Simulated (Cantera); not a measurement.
A closed system holds: 1 mol MgO, 5.1 mol C, 0.072 mol CO, held at 0.133 bar.

These are equilibrium values from Cantera (NASA tables, ideal gas, pure condensed phases), not measurements of a reactor. Candidate condensed phases: C, Mg, MgCO3, MgO; 15 gas species. Kinetics and transport are ignored. All values below are at 1323 K.

Base state: CO 0.999, CO2 0.000526 (mole fractions); condensed: C(graphite) + MgO(s).

Question: What changes in the equilibrium state with this change: pressure from 0.133 bar to 1.90 bar?

Answer: 
| species | before | after |
|---|---|---|
| CO | 0.999 | 0.993 |
| CO2 | 0.000526 | 0.00740 |
| C(graphite), mol | 5.10 | 5.10 |
| MgO(s), mol | 1.00 | 1.00 |
